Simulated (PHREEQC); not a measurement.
## Reverse-osmosis permeate: speciation

Model water analysis in mg/L, 15 °C, pH 6.58, pe -0.7:

```tsv
constituent	mg/L
Na	12.9
K	0.304
Ca	2.51
Mg	2.96
Cl	10.8
S(6) as SO4	1.42
Alkalinity as HCO3	37.4
Si as SiO2	0.00663
Br	0.126
Mn(2)	0.0184
```

Valence states are taken as typed.

Model: ion-association model, phreeqc.dat, run in PHREEQC.

No solid was allowed to form.

### Question
What charge-balance error does the model give?

### Answer
charge-balance error -0.6 %.

### Question
In which forms is C present?

### Answer
HCO3- 60 %, CO2 40 % of the C.

Complexes and solids missing from the database can't appear.
